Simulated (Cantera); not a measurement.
Premixed flame

A freely propagating, adiabatic, planar premixed flame of 6.00 % CH₄, 0.546 % C₂H₆, 19.6 % O₂, 73.8 % N₂, equivalence ratio 0.71, unburnt at 575 K and 0.132 atm; mixture-averaged transport, grid criteria slope 0.08 and curve 0.16, no radiation.

Detailed kinetics in Cantera: GRI-Mech 3.0 (53 species, 325 reactions). Burning velocities carry a grid error of a few per cent, more on coarse grids.

| z (mm) | T (K) | u (m/s) | x CH₄ | x C₂H₆ | x O₂ | x H | x HCN | x NO₂ |
|---|---|---|---|---|---|---|---|---|
| -6.81 | 575 | 1.34 | 0.0600 | 0.00546 | 0.196 | <1e-8 | <1e-8 | <1e-8 |
| -4.54 | 576 | 1.34 | 0.0599 | 0.00545 | 0.196 | 3.64e-8 | <1e-8 | <1e-8 |
| -3.40 | 579 | 1.35 | 0.0596 | 0.00544 | 0.195 | 5.28e-7 | <1e-8 | <1e-8 |
| -2.27 | 609 | 1.42 | 0.0580 | 0.00535 | 0.193 | 1.14e-5 | <1e-8 | <1e-8 |
| -1.13 | 860 | 2.04 | 0.0455 | 0.00434 | 0.174 | 0.000281 | 5.69e-8 | <1e-8 |
| -0.567 | 1181 | 2.82 | 0.0277 | 0.00203 | 0.143 | 0.00115 | 1.82e-7 | <1e-8 |
| 0 | 1510 | 3.64 | 0.00828 | 0.000156 | 0.105 | 0.00349 | 4.04e-7 | <1e-8 |
| 0.567 | 1648 | 3.98 | 0.000967 | 9.89e-7 | 0.0809 | 0.00631 | 3.56e-7 | <1e-8 |
| 1.13 | 1680 | 4.05 | 6.60e-5 | <1e-8 | 0.0715 | 0.00813 | 1.56e-7 | <1e-8 |
| 2.27 | 1708 | 4.10 | 2.39e-7 | <1e-8 | 0.0657 | 0.00940 | 1.91e-8 | <1e-8 |
| 4.54 | 1745 | 4.17 | <1e-8 | <1e-8 | 0.0628 | 0.00911 | <1e-8 | <1e-8 |
| 9.08 | 1795 | 4.28 | <1e-8 | <1e-8 | 0.0613 | 0.00726 | <1e-8 | <1e-8 |
| 18.2 | 1857 | 4.41 | <1e-8 | <1e-8 | 0.0602 | 0.00480 | <1e-8 | <1e-8 |
x: mole fraction of selected species; z is measured from the peak of heat release.

| Property | Value |
|---|---|
| laminar burning velocity | 134 cm/s |
| thermal thickness | 2.27 mm |
| peak x(H) | 0.00950 |
| peak x(HCN) | 4.36e-7 |
| grid points | 145 |
